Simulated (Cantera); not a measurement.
Standard-state values (1 bar) from the NASA 1993 polynomials, evaluated with Cantera. Values are per mole of reaction as written; species without (g) are pure solids or liquids, kept so even where they would boil at 1 bar.

2 Ti3O5 + 5 H2(g) ⇌ 6 Ti + 10 OH(g)

```json
[
 {"T (K)": "300", "ΔH° (kJ)": "5311.9", "ΔS° (J/K)": "1109.6", "ΔG° (kJ)": "4979.0", "log10 K": "-866.90", "condensed phases": "Ti3O5(s), Ti(α)"},
 {"T (K)": "2698", "ΔH° (kJ)": "4870.1", "ΔS° (J/K)": "799.0", "ΔG° (kJ)": "2714.5", "log10 K": "-52.55", "condensed phases": "Ti3O5(l), Ti(l)"},
 {"T (K)": "2748", "ΔH° (kJ)": "4866.6", "ΔS° (J/K)": "797.7", "ΔG° (kJ)": "2674.5", "log10 K": "-50.84", "condensed phases": "Ti3O5(l), Ti(l)"},
 {"T (K)": "2798", "ΔH° (kJ)": "…", "ΔS° (J/K)": "…", "ΔG° (kJ)": "…", "log10 K": "…", "condensed phases": "Ti3O5(l), Ti(l)"},
 {"T (K)": "2848", "ΔH° (kJ)": "4859.5", "ΔS° (J/K)": "795.1", "ΔG° (kJ)": "2594.9", "log10 K": "-47.59", "condensed phases": "Ti3O5(l), Ti(l)"},
 {"T (K)": "2898", "ΔH° (kJ)": "4855.9", "ΔS° (J/K)": "793.9", "ΔG° (kJ)": "2555.2", "log10 K": "-46.05", "condensed phases": "Ti3O5(l), Ti(l)"},
 {"T (K)": "2948", "ΔH° (kJ)": "…", "ΔS° (J/K)": "…", "ΔG° (kJ)": "…", "log10 K": "…", "condensed phases": "Ti3O5(l), Ti(l)"},
 {"T (K)": "2998", "ΔH° (kJ)": "…", "ΔS° (J/K)": "…", "ΔG° (kJ)": "…", "log10 K": "…", "condensed phases": "Ti3O5(l), Ti(l)"}
]
```

Q: Fill in the missing entries.

A: 
- 2798, ΔH° (kJ): 4863.0
- 2798, ΔS° (J/K): 796.4
- 2798, ΔG° (kJ): 2634.7
- 2798, log10 K: -49.19
- 2948, ΔH° (kJ): 4852.4
- 2948, ΔS° (J/K): 792.7
- 2948, ΔG° (kJ): 2515.5
- 2948, log10 K: -44.57
- 2998, ΔH° (kJ): 4848.9
- 2998, ΔS° (J/K): 791.5
- 2998, ΔG° (kJ): 2475.9
- 2998, log10 K: -43.14
